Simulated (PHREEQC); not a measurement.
A solution holds 0.71 mol/kgw MgCl2 and 0.051 mol/kgw KCl, at 21 °C. Closed to the air; pH follows from the charge balance.

Computed with PHREEQC (Pitzer model, pitzer.dat).

Each row changes one thing in this solution. No solid was allowed to form.

```csv
case,pH,SI of Sylvite (KCl)
as made,6.19,-2.38
MgCl2 left out,7.06,-3.62
KCl from 0.051 to 0.102 mol/kgw,6.19,-2.06
temperature from 21 to 75 °C,5.45,-2.83
MgCl2 from 0.71 to 1.06 mol/kgw,5.94,-2.18
temperature from 21 to 10 °C,6.38,-2.24
1 mol/kgw HCl added,-0.34,-2.05
```

Complexes and solids missing from the database can't appear. Away from 25 °C the constants follow the database's enthalpies or fits; those with neither stay at their 25 °C values.
